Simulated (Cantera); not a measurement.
An adiabatic, constant-volume homogeneous reactor starts with 13.4 % H2, 18.1 % O2, 68.1 % N2, 0.469 % NO, at 975 K and 16.0 bar.

Computed with Cantera and GRI-Mech 3.0 (53 species, 325 reactions). The hydrogen kinetics of GRI-Mech 3.0 are dated; newer H2 mechanisms differ, most at raised pressure. The pressure lies above the range GRI-Mech 3.0 was tuned for (to about 10 atm). The mechanism lacks 2 NO + O2 → 2 NO2 and HONO, so NO2 and the effect of NO are under-described below about 1400 K.

### Question
Predict: time of steepest temperature rise; temperature at 3.00 s; equilibrium temperature; x(H2) at 3.00 s; x(O2) at 3.00 s; x(NO) at 3.00 s; x(O) at 3.00 s; x(NO2) at 3.00 s; x(OH) at 3.00 s.

### Answer
| Quantity | Result |
|---|---|
| time of steepest temperature rise | 0.145 ms |
| temperature at 3.00 s | 2174 K |
| equilibrium temperature | 2174 K |
| x(H2) at 3.00 s | 6.95e-5 (gas-phase equilibrium 6.95e-5) |
| x(O2) at 3.00 s | 0.120 (gas-phase equilibrium 0.120) |
| x(NO) at 3.00 s | 0.00865 (gas-phase equilibrium 0.00865) |
| x(O) at 3.00 s | 0.000138 (gas-phase equilibrium 0.000138) |
| x(NO2) at 3.00 s | 4.97e-5 (gas-phase equilibrium 4.97e-5) |
| x(OH) at 3.00 s | 0.00194 (gas-phase equilibrium 0.00194) |
